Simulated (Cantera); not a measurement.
## Oxide etching and cleaning by halides: CaO + HBr + O2

Input: 1 mol CaO, 1.8 mol HBr, 0.094 mol O2, at 1.00 bar.

These are equilibrium values from Cantera (NASA tables, ideal gas, pure condensed phases), not measurements of a reactor. Candidate condensed phases: Br2, Ca, CaBr2, CaO, Ca(OH)2, H2O; 19 gas species. Mutual solubility and eutectic melting of coexisting phases are not modelled. Rates play no part.

```json
[
 {"T (°C)": "500", "x H2O": "0.894", "x HBr": "5.02e-5", "x O2": "0.105", "x Br": "4.63e-6", "x CaBr2": "1.62e-11", "x Br2": "0.000648", "n CaBr2(s)": "0.899", "n Ca(OH)2(s)": "0.101", "n CaO(s)": "0", "n CaBr2(l)": "0"},
 {"T (°C)": "600", "x H2O": "0.904", "x HBr": "0.000291", "x O2": "0.0936", "x Br": "4.26e-5", "x CaBr2": "2.78e-9", "x Br2": "0.00170", "n CaBr2(s)": "0.898", "n Ca(OH)2(s)": "0", "n CaO(s)": "0.102", "n CaBr2(l)": "0"},
 {"T (°C)": "700", "x H2O": "0.902", "x HBr": "0.00131", "x O2": "0.0918", "x Br": "0.000284", "x CaBr2": "1.61e-7", "x Br2": "0.00472", "n CaBr2(s)": "0.894", "n Ca(OH)2(s)": "0", "n CaO(s)": "0.105", "n CaBr2(l)": "0"},
 {"T (°C)": "800", "x H2O": "0.897", "x HBr": "0.00401", "x O2": "0.0892", "x Br": "0.00120", "x CaBr2": "3.49e-6", "x Br2": "0.00877", "n CaBr2(s)": "0", "n Ca(OH)2(s)": "0", "n CaO(s)": "0.111", "n CaBr2(l)": "0.889"},
 {"T (°C)": "900", "x H2O": "0.888", "x HBr": "0.00936", "x O2": "0.0861", "x Br": "0.00365", "x CaBr2": "3.79e-5", "x Br2": "0.0124", "n CaBr2(s)": "0", "n Ca(OH)2(s)": "0", "n CaO(s)": "0.119", "n CaBr2(l)": "0.881"},
 {"T (°C)": "1000", "x H2O": "0.874", "x HBr": "0.0188", "x O2": "0.0819", "x Br": "0.00918", "x CaBr2": "0.000272", "x Br2": "0.0160", "n CaBr2(s)": "0", "n Ca(OH)2(s)": "0", "n CaO(s)": "0.131", "n CaBr2(l)": "0.869"},
 {"T (°C)": "1100", "x H2O": "0.850", "x HBr": "0.0335", "x O2": "0.0760", "x Br": "0.0198", "x CaBr2": "0.00141", "x Br2": "0.0191", "n CaBr2(s)": "0", "n Ca(OH)2(s)": "0", "n CaO(s)": "0.147", "n CaBr2(l)": "0.851"},
 {"T (°C)": "1200", "x H2O": "0.814", "x HBr": "0.0539", "x O2": "0.0678", "x Br": "0.0376", "x CaBr2": "0.00568", "x Br2": "0.0212", "n CaBr2(s)": "0", "n Ca(OH)2(s)": "0", "n CaO(s)": "0.172", "n CaBr2(l)": "0.822"},
 {"T (°C)": "1300", "x H2O": "0.759", "x HBr": "0.0799", "x O2": "0.0564", "x Br": "0.0640", "x CaBr2": "0.0187", "x Br2": "0.0218", "n CaBr2(s)": "0", "n Ca(OH)2(s)": "0", "n CaO(s)": "0.206", "n CaBr2(l)": "0.773"},
 {"T (°C)": "1400", "x H2O": "0.678", "x HBr": "0.109", "x O2": "0.0417", "x Br": "0.0980", "x CaBr2": "0.0520", "x Br2": "0.0205", "n CaBr2(s)": "0", "n Ca(OH)2(s)": "0", "n CaO(s)": "0.252", "n CaBr2(l)": "0.684"}
]
```
x: gas mole fraction; n: condensed amount in mol.

At 500 °C the condensed part is CaBr2(s) + Ca(OH)2(s). From 600 °C to 700 °C the condensed part is CaBr2(s) + CaO(s). From 800 °C to 1400 °C the condensed part is CaBr2(l) + CaO(s).
